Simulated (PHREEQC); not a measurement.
Solution (25 °C): 120 mmol/kgw FeCl3, 29 mmol/kgw H3AsO4, 100 mmol/kgw H2SO4 and 0.78 mmol/kgw Na2SO4. Closed to the air; pH follows from the charge balance.

Model: ion-association model, wateq4f.dat, run in PHREEQC.

Problem. The ionic strength comes out as 0.466 mol/kgw. What activity coefficients do SO4-2, H+, Cl-, FeOH+2, HSO4- get?

Solution. SO4-2 0.21, H+ 0.77, Cl- 0.65, FeOH+2 0.22, HSO4- 0.67.

Precipitation was switched off in this run. Saturation is exceeded, for instance for Hematite (slow to form), Goethite (slow to form); the values hold only as long as no solid forms. The database's scorodite may be far more soluble than the real mineral, and it has no iron arsenate complexes; the constant wasn't checked at its source.
